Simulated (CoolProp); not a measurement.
A simple Rankine cycle with isohexane: condensing at 333.15 K, boiler at 0.391 MPa, turbine inlet 423 K, turbine efficiency 0.8, pump efficiency 0.7, no recuperator. Each further row changes one setting.

The numbers come from the reference Helmholtz-energy equation of state, Lemmon 2006 in CoolProp. It is a short technical equation, of lower accuracy than the large ones.

```
case                             thermal efficiency (%)  net work (kJ/kg)  heat in (kJ/kg)  turbine exit temperature (K)  volume ratio over the turbine
-------------------------------  ----------------------  ----------------  ---------------  ----------------------------  -----------------------------
as stated                                           8.0               [?]              499                         400.4                            [?]
turbine inlet 443 K                                 [?]               [?]              545                           [?]                           3.89
condensing temperature 325.15 K                     [?]              47.8              518                         396.4                           5.06
boiler pressure 0.274 MPa                           [?]              30.3              503                         406.8                           2.71
turbine efficiency 0.7                              7.0              35.0              499                         402.8                            [?]
```

Q: Fill in the missing entries.

A: 
- as stated, net work (kJ/kg): 40.1
- as stated, volume ratio over the turbine: 3.91
- turbine inlet 443 K, thermal efficiency (%): 7.8
- turbine inlet 443 K, net work (kJ/kg): 42.4
- turbine inlet 443 K, turbine exit temperature (K): 420.7
- condensing temperature 325.15 K, thermal efficiency (%): 9.2
- boiler pressure 0.274 MPa, thermal efficiency (%): 6.0
- turbine efficiency 0.7, volume ratio over the turbine: 3.94
